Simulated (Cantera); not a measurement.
Input: 1 mol MgCO3, 1.5 mol H2, 0.7 mol H2O, equilibrated at 2173.15 K and 0.133 bar.

Cantera equilibrium calculation (NASA polynomials, part measured and part estimated; ideal gas, pure solids and liquids). Candidate condensed phases: C, C6H6, C7H8, C8H18, H2O, Mg, MgCO3, MgO, Mg(OH)2; 116 gas species. Kinetics and transport are ignored.

Problem. What is the equilibrium state?

Solution. 
```
Quantity                                    Value
--------------------------------------  ---------
x(H2O)                                      0.445
x(H2)                                       0.236
x(CO)                                       0.228
x(CO2)                                     0.0829
x(H)                                      0.00642
x(OH)                                     0.00162
x(Mg)                                    0.000585
x(MgOH)                                   9.44e-5
x(Mg(OH)2)                                6.24e-5
n(MgO(s))                               0.998 mol
gas amount                              3.215 mol
log10 activity of Mg(l) (absent)            -5.87
log10 activity of C(graphite) (absent)      -6.00
```
